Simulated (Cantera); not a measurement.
Feed: 1 mol SiH4, 2.1 mol NH3, 15 mol N2, equilibrated at 0.00350 bar.

These are equilibrium values from Cantera (NASA tables, ideal gas, pure condensed phases), not measurements of a reactor. Candidate condensed phases: Si, Si3N4; 18 gas species. The tables' values for SiN are old estimates; treat these amounts as uncertain. Gases not in the tables: Si2H6 and higher silanes. Rates play no part.

x: gas mole fraction; n: condensed amount in mol.

```csv
T (K),x N2,x H2,x Si,x H,x SiH,n Si3N4(s),n Si(l)
1175,0.749,0.251,<1e-12,1.04e-6,<1e-12,0.333,0
1275,0.749,0.251,1.16e-11,6.24e-6,3.28e-12,0.333,0
1375,0.749,0.251,1.35e-9,2.90e-5,2.24e-10,0.333,0
1475,0.749,0.251,?,?,?,0.333,0
1575,0.749,0.251,2.88e-6,0.000352,2.04e-7,0.333,0
1675,0.749,0.250,6.64e-5,0.000982,3.30e-6,0.333,0
1775,0.756,0.241,0.000627,0.00240,2.24e-5,0,0.984
1875,0.753,0.239,0.00259,0.00542,6.94e-5,0,0.938
1975,0.745,0.234,?,?,?,0,?
2075,0.726,0.222,0.0291,0.0212,0.000465,0,0.300
```

Task: Fill in the missing entries.

Result: 
- 1475, x Si: 8.11e-8
- 1475, x H: 0.000110
- 1475, x SiH: 8.56e-9
- 1975, x Si: 0.00924
- 1975, x H: 0.0112
- 1975, x SiH: 0.000190
- 1975, n Si(l): 0.781
